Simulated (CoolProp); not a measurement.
Vapour-liquid equilibrium of ethanol (1) + n-octane (2) at 451.2 K; x and y are mole fractions of (1).

The numbers come from the multi-fluid Helmholtz-energy mixture model, Schroeder 2014 and Beckmüller 2019; pair parameters Bell 2016 in CoolProp.

Question: Give the bubble pressure and the first vapour's composition at x = 0.05, 0.5, 0.65. Is there an azeotrope?

Answer: x = 0.05: 0.5892 MPa, y = 0.377; x = 0.5: 1.438 MPa, y = 0.772; x = 0.65: 1.583 MPa, y = 0.822. No azeotrope shows between x = 0.05 and 0.95.

The pair parameters rest on a limited set of measurements; away from them the model extrapolates. With so large a gap from Raoult's law the liquid may split in two, which this calculation doesn't test in full.
